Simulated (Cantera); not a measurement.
# SiH₂Cl₂ + H₂O + H₂ (silicon oxide and oxynitride deposition)

Feed: 1 mol SiH₂Cl₂, 18 mol H₂O, 60 mol H₂, held at 0.570 bar.

Equilibrium computed with Cantera from the NASA thermochemical tables; the gas is ideal and each condensed phase is pure. Candidate condensed phases: H₂O, Si, SiO₂; 30 gas species. The tables hold silica as quartz up to 1696 K and as liquid above; real silica turns to tridymite and cristobalite and melts near 1996 K. Gases not in the tables: Si(OH)₄. Equilibrium is a limit: real reactors are often held back by kinetics, nucleation or transport.

| T (K) | x H₂ | x H₂O | x HCl | x H | x SiO | x Cl | x OH | x SiO₂ | n SiO₂(β-quartz) | n SiO₂(condensed) |
|---|---|---|---|---|---|---|---|---|---|---|
| 1575 | 0.775 | 0.200 | 0.0250 | 4.85e-5 | 9.17e-8 | 1.24e-6 | 4.54e-7 | 3.58e-11 | 1.000 | 0 |
| 1600 | 0.775 | 0.200 | 0.0250 | 6.34e-5 | 1.74e-7 | 1.62e-6 | 6.41e-7 | 7.24e-11 | 1.000 | 0 |
| 1625 | 0.775 | 0.200 | 0.0250 | 8.23e-5 | 3.25e-7 | 2.09e-6 | 8.94e-7 | 1.43e-10 | 1.000 | 0 |
| 1650 | 0.775 | 0.200 | 0.0250 | 0.000106 | 5.94e-7 | 2.68e-6 | 1.24e-6 | 2.77e-10 | 1.000 | 0 |
| 1675 | 0.775 | 0.200 | 0.0250 | 0.000135 | 1.07e-6 | 3.41e-6 | 1.69e-6 | 5.26e-10 | 1.000 | 0 |
| 1700 | 0.775 | 0.200 | 0.0250 | 0.000172 | 1.88e-6 | 4.31e-6 | 2.29e-6 | 9.79e-10 | 0 | 1.000 |
| 1725 | 0.775 | 0.200 | 0.0250 | 0.000217 | 3.23e-6 | 5.41e-6 | 3.08e-6 | 1.77e-9 | 0 | 1.000 |
| 1750 | 0.775 | 0.200 | 0.0250 | 0.000271 | 5.46e-6 | 6.75e-6 | 4.10e-6 | 3.16e-9 | 0 | 1.000 |
| 1775 | 0.775 | 0.200 | 0.0250 | 0.000337 | 9.09e-6 | 8.36e-6 | 5.42e-6 | 5.54e-9 | 0 | 0.999 |
| 1800 | 0.775 | 0.200 | 0.0250 | 0.000417 | 1.49e-5 | 1.03e-5 | 7.12e-6 | 9.55e-9 | 0 | 0.999 |
| 1825 | 0.775 | 0.200 | 0.0250 | 0.000513 | 2.41e-5 | 1.26e-5 | 9.26e-6 | 1.62e-8 | 0 | 0.998 |
| 1850 | 0.774 | 0.200 | 0.0250 | 0.000628 | 3.84e-5 | 1.54e-5 | 1.20e-5 | 2.71e-8 | 0 | 0.997 |
| 1875 | 0.774 | 0.200 | 0.0250 | 0.000764 | 6.05e-5 | 1.87e-5 | 1.54e-5 | 4.47e-8 | 0 | 0.995 |
x: gas mole fraction; n: condensed amount in mol.

From 1575 K to 1675 K the condensed part is SiO₂(β-quartz). From 1700 K to 1875 K the condensed part is SiO₂(condensed).
